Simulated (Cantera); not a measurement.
A Cantera script and what it prints.

```python
import numpy as np
import cantera as ct

gas_names = """
    H O3 C3H8
""".split()
cond_names = """
    TiC(s) TiC(L) TiO2(ru) TiO2(L)
""".split()


def load(file, names, dense=False):
    # The tables refer to 1 bar. Condensed volumes are neglected.
    table = {s.name: s for s in ct.Species.list_from_file(file)}
    out = []
    for n in names:
        d = dict(table[n].input_data)
        d["thermo"] = dict(d["thermo"], **{"reference-pressure": 1e5})
        if dense:
            d["equation-of-state"] = {"model": "constant-volume", "density": "1e6 g/cm^3"}
        out.append(ct.Species.from_dict(d))
    return out


species = {s.name: s for s in load("nasa_gas.yaml", gas_names) + load("nasa_condensed.yaml", cond_names)}
# Each term lists the table entries of one substance; the one whose range holds T is used.
reactions = {
    '8 H(g) + 3 TiC + 2 O3(g) = C3H8(g) + 3 TiO2':
        [(-8, ['H']), (-3, ['TiC(s)', 'TiC(L)']), (-2, ['O3']), (1, ['C3H8']), (3, ['TiO2(ru)', 'TiO2(L)'])],
}


def pick(names, T):
    return next(species[n] for n in names if species[n].thermo.min_temp <= T <= species[n].thermo.max_temp)


results = []
for label, terms in reactions.items():
    print(label)
    print("     T/K   dH/kJ  dS/(J/K)   dG/kJ   log10 K")
    for T in [2500, 2550, 2600, 2650, 2700, 2750, 2800, 2850, 2900]:
        used = [(nu, pick(names, T)) for nu, names in terms]
        dH = sum(nu * s.thermo.h(T) for nu, s in used) / 1e6
        dS = sum(nu * s.thermo.s(T) for nu, s in used) / 1e3
        dG = dH - T * dS / 1e3
        logK = -dG * 1e6 / (ct.gas_constant * T * np.log(10))
        results.append((label, T, dH, dS, dG, logK, [s.name for _, s in used]))
        print(f"{T:8g} {dH:8.1f} {dS:8.1f} {dG:8.1f} {logK:8.2f}")
```

It prints:

```
8 H(g) + 3 TiC + 2 O3(g) = C3H8(g) + 3 TiO2
     T/K   dH/kJ  dS/(J/K)   dG/kJ   log10 K
    2500  -4270.7  -1052.2  -1640.2    34.27
    2550  -4270.1  -1052.0  -1587.6    32.52
    2600  -4269.6  -1051.8  -1535.0    30.84
    2650  -4269.4  -1051.7  -1482.4    29.22
    2700  -4269.3  -1051.7  -1429.8    27.66
    2750  -4269.3  -1051.7  -1377.2    26.16
    2800  -4269.5  -1051.7  -1324.6    24.71
    2850  -4269.8  -1051.9  -1272.0    23.31
    2900  -4270.3  -1052.0  -1219.4    21.96
```

Source: NASA polynomial tables (part measured, part estimated), evaluated in Cantera. TiC: taken at fixed stoichiometry. Condensed species are held in their standard states even where they would react or evaporate.
